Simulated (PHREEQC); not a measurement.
1 kg of water holding 0.19 mol/kgw NaCl and 0.014 mol/kgw KOH meets 20 L of dry gas (CO2 0.57, N2 0.43 by moles) at fixed total pressure, at 25 °C; fugacities by Peng-Robinson. The gases take part in no redox reaction, some water evaporates into the gas, and hydrates or a liquid gas phase aren't modelled. Precipitation was switched off in this run.

Equilibrium calculation in PHREEQC: ion-association model, phreeqc.dat.

```
P (atm)  dissolved CO2 (all carbonate carbon) (mol/kgw)  φ of CO2  p of CO2 (atm)  dissolved N2 (mol/kgw)  φ of N2  p of N2 (atm)
-------  ----------------------------------------------  --------  --------------  ----------------------  -------  -------------
1                                                0.0313     0.995           0.536                0.000276    1.000          0.433
2                                                0.0492     0.990            1.10                0.000555    1.000          0.872
3                                                0.0669     0.985            1.66                0.000833    1.001           1.31
5                                                 0.102     0.974            2.78                 0.00139    1.001           2.19
7.5                                               0.144     0.962            4.18                 0.00208    1.002           3.28
10                                                0.185     0.949            5.59                 0.00276    1.002           4.38
15                                                0.264     0.925            8.40                 0.00413    1.004           6.57
20                                                0.337     0.900            11.2                 0.00548    1.005           8.75
30                                                0.470     0.854            16.9                 0.00814    1.010           13.1
40                                                0.585     0.809            22.5                  0.0108    1.016           17.5
```
